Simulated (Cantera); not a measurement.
Cantera run:

```python
import numpy as np
import cantera as ct

gas_names = """
    H HO2 H2 H2O H2O2 H2S H2SO4 Mg MgH MgO MgOH MgO2H2 MgS Mg2 O OH O2 O3 S SH SO SO2 SO3 S2 S2O S8
""".split()
cond_names = """
    H2O(s) H2O(L) H2SO4(L) Mg(cr) Mg(L) MgO(s) MgO(L) MgO2H2(s) MgS(s) MgSO4(s) MgSO4(L) S(cr1) S(cr2)
    S(L)
""".split()


# ... load() reads the species with a 1 bar reference pressure and builds the phases ...
atoms = {
    'MgO': {'Mg': 1, 'O': 1},
    'SO2': {'S': 1, 'O': 2},
    'O2': {'O': 2},
    'H2S': {'H': 2, 'S': 1},
}
top_T = {'MgS(s)': 2250}  # K; cautious upper limits of use, not melting points


# ... equilibrate(T, P, feed) seeds the gas with the atoms and calls Mixture.equilibrate('TP', solver="vcs", rtol=1e-11, max_steps=5000) ...
results = []
feed = {'MgO': 1, 'SO2': 0.8, 'O2': 0.061, 'H2S': 0.062}  # mol
P = 13000  # Pa
for T in [1150, 1200, 1250, 1300, 1350, 1400, 1450, 1500, 1550, 1600, 1650]:
    mix = equilibrate(T, P, feed)
    results.append((T, P, feed, dict(zip(mix.species_names, mix.species_moles))))
    x = sorted(zip(gas.X, gas.species_names), reverse=True)
    print(f"T = {T:g} K  P = {P:g} Pa  gas = {mix.phase_moles(0):.4g} mol")
    print("   x: " + "  ".join(f"{s} {v:.3e}" for v, s in x if v > 0.0001))
    print("   condensed (mol): " + ("  ".join(f"{mix.phase(i).name} {mix.phase_moles(i):.4g}"
          for i in range(1, mix.n_phases) if mix.phase_moles(i) > 1e-12) or "none"))
```

Result:

```
T = 1150 K  P = 13000 Pa  gas = 0.9077 mol
   x: SO2 9.140e-01  H2O 6.740e-02  S2 1.600e-02  S2O 1.417e-03  H2S 5.446e-04  H2 3.612e-04  SO 2.514e-04
   condensed (mol): MgO(s) 1
T = 1200 K  P = 13000 Pa  gas = 0.9078 mol
   x: SO2 9.139e-01  H2O 6.731e-02  S2 1.598e-02  S2O 1.392e-03  H2S 4.932e-04  H2 4.852e-04  SO 4.268e-04
   condensed (mol): MgO(s) 1
T = 1250 K  P = 13000 Pa  gas = 0.9079 mol
   x: SO2 9.137e-01  H2O 6.720e-02  S2 1.592e-02  S2O 1.367e-03  SO 6.939e-04  H2 6.365e-04  H2S 4.494e-04
   condensed (mol): MgO(s) 1
T = 1300 K  P = 13000 Pa  gas = 0.908 mol
   x: SO2 9.135e-01  H2O 6.704e-02  S2 1.582e-02  S2O 1.341e-03  SO 1.086e-03  H2 8.172e-04  H2S 4.115e-04
   condensed (mol): MgO(s) 1
T = 1350 K  P = 13000 Pa  gas = 0.9082 mol
   x: SO2 9.131e-01  H2O 6.684e-02  S2 1.566e-02  SO 1.641e-03  S2O 1.314e-03  H2 1.029e-03  H2S 3.781e-04
   condensed (mol): MgO(s) 1
T = 1400 K  P = 13000 Pa  gas = 0.9085 mol
   x: SO2 9.126e-01  H2O 6.660e-02  S2 1.544e-02  SO 2.406e-03  S2O 1.283e-03  H2 1.273e-03  H2S 3.482e-04
   condensed (mol): MgO(s) 1
T = 1450 K  P = 13000 Pa  gas = 0.9088 mol
   x: SO2 9.119e-01  H2O 6.632e-02  S2 1.514e-02  SO 3.428e-03  H2 1.550e-03  S2O 1.250e-03  H2S 3.209e-04
   condensed (mol): MgO(s) 1
T = 1500 K  P = 13000 Pa  gas = 0.9092 mol
   x: SO2 9.110e-01  H2O 6.600e-02  S2 1.475e-02  SO 4.761e-03  H2 1.858e-03  S2O 1.212e-03  H2S 2.956e-04
   condensed (mol): MgO(s) 1
T = 1550 K  P = 13000 Pa  gas = 0.9097 mol
   x: SO2 9.099e-01  H2O 6.563e-02  S2 1.427e-02  SO 6.456e-03  H2 2.195e-03  S2O 1.169e-03  H2S 2.716e-04  SH 1.098e-04
   condensed (mol): MgO(s) 1
T = 1600 K  P = 13000 Pa  gas = 0.9103 mol
   x: SO2 9.084e-01  H2O 6.523e-02  S2 1.366e-02  SO 8.563e-03  H2 2.558e-03  S2O 1.121e-03  H2S 2.487e-04  SH 1.389e-04
   condensed (mol): MgO(s) 1
T = 1650 K  P = 13000 Pa  gas = 0.911 mol
   x: SO2 9.066e-01  H2O 6.479e-02  S2 1.294e-02  SO 1.112e-02  H2 2.943e-03  S2O 1.065e-03  H2S 2.265e-04  SH 1.717e-04
   condensed (mol): MgO(s) 1
```

Method: chemical equilibrium by Gibbs-energy minimisation in Cantera with the NASA 1993 tables (ideal gas, pure condensed phases). Gases not in the tables: S3 to S7.
